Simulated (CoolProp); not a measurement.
Properties of carbonyl sulfide at several states (Tc = 378.8 K, pc = 63.69 bar, ω = 0.098).

Values from CoolProp's reference Helmholtz-energy equation of state, Lemmon 2006. It is a short technical equation, of lower accuracy than the large ones.

| T (K) | p (bar) | phase | cp (kJ/(kg K)) | cv (kJ/(kg K)) | fugacity coefficient |
|---|---|---|---|---|---|
| 601.9 | 1.37 | gas | 0.8550 | 0.7153 | 0.9985 |
| 418.1 | 32.7 | gas | 0.9253 | 0.6678 | 0.8764 |
| 168 | 0.213 | liquid | 1.173 | 0.7508 | 0.1407 |
| 439.4 | 0.96 | gas | 0.7877 | 0.6474 | 0.9968 |
